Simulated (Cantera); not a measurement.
Input: 1 mol TEOS, 0.87 mol O3, 1.6 mol H2, held at 1098.15 K and 0.0110 bar.

Equilibrium computed with Cantera from the NASA thermochemical tables; the gas is ideal and each condensed phase is pure. Candidate condensed phases: C, C6H6, C7H8, C8H18, H2O, Si, SiC, SiO2; 123 gas species. The feed counts by its element totals alone. Rates play no part.

### Question
What is the equilibrium state?

### Answer
* **x(H2)**: 0.715
* **x(CO)**: 0.284
* **x(CH4)**: 0.000205
* **x(H2O)**: 0.000205
* **x(CO2)**: 8.09e-5
* **n(C(graphite))**: 3.39 mol
* **n(SiO2(β-quartz))**: 1.00 mol
* **gas amount**: 16.20 mol
* **log10 activity of Si(s) (absent)**: -9.03
